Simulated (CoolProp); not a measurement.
The numbers come from the reference Helmholtz-energy equation of state, Zhou 2014 in CoolProp.

Q: For cyclohexane, give the phase and the density (kg/m³), cp (kJ/(kg K)), expansivity (1/kK), viscosity (µPa s) at 346.85 °C and 22.7 MPa.

A: 
- 346.85 °C and 22.7 MPa: supercritical; density 500, cp 3.26, expansivity 2.06, viscosity 88.9

Viscosity comes from a separate model (Tariq 2014).
